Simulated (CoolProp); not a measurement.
2000 sccm (0 °C, 1 atm) of nitrogen bubbles through liquid ethanol at 281.1 K and leaves saturated at a total pressure of 0.00571 MPa (ideal gas phase). Each further row changes one setting.

The numbers come from the reference Helmholtz-energy equation of state, Schroeder 2014 in CoolProp.

| case | vapour pressure (kPa) | mole fraction of vapour | delivery (mg/min) | delivery (sccm) | change of delivery for a bath 1 K warmer (%) |
|---|---|---|---|---|---|
| as stated | 2.75 | … | … | 1860 | … |
| bath temperature 286.1 K | 3.80 | 0.666 | … | … | 22 |
| total pressure 0.0114 MPa | 2.75 | … | 1310 | 637 | … |

Complete the blanks.


- as stated, mole fraction of vapour: 0.482
- as stated, delivery (mg/min): 3830
- as stated, change of delivery for a bath 1 K warmer (%): 14
- bath temperature 286.1 K, delivery (mg/min): 8210
- bath temperature 286.1 K, delivery (sccm): 3990
- total pressure 0.0114 MPa, mole fraction of vapour: 0.242
- total pressure 0.0114 MPa, change of delivery for a bath 1 K warmer (%): 9.2
